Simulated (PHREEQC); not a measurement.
Dissolve 24 mmol/kgw HF, 26 mmol/kgw NH4F and 16 mmol/kgw H2SiF6 at 20 °C. Closed to the air; pH follows from the charge balance.

All values are PHREEQC results (ion-association model, phreeqc.dat), not measurements.

Each row changes one thing in this solution. No solid was allowed to form.

| case | pH | ionic strength (mol/kgw) | HF (mol/kgw) | F- (mol/kgw) | HF2- (mol/kgw) | NH3 (mol/kgw) |
|---|---|---|---|---|---|---|
| as made | 2.03 | 0.0530 | 0.0443 | 0.00431 | 0.000701 | 8.69e-10 |
| temperature from 20 to 50 °C | 2.09 | 0.0516 | [?] | 0.00297 | 0.000591 | 7.25e-9 |
| NH4F from 0.026 to 0.0286 mol/kgw | 2.09 | 0.0541 | 0.0457 | 0.00518 | 0.000871 | 1.11e-9 |
| 0.0014 mol/kgw Na2SiF6 added | 2.03 | [?] | 0.0442 | 0.00434 | 0.000705 | 8.62e-10 |
| H2SiF6 left out | 3.13 | [?] | 0.0212 | 0.0249 | 0.00194 | 1.18e-8 |
| HF from 0.024 to 0.048 mol/kgw | 1.96 | 0.0548 | 0.0658 | 0.00551 | 0.00133 | 7.43e-10 |
| temperature from 20 to 30 °C | 2.05 | 0.0525 | 0.0448 | 0.00383 | 0.000682 | 1.84e-9 |

Task: What belongs in the gaps?

Result: 
- temperature from 20 to 50 °C, HF (mol/kgw): 0.0459
- 0.0014 mol/kgw Na2SiF6 added, ionic strength (mol/kgw): 0.0572
- H2SiF6 left out, ionic strength (mol/kgw): 0.0268

Constants without temperature data keep their 25 °C values here. SiF6-2 is the database's only silicon fluoride.
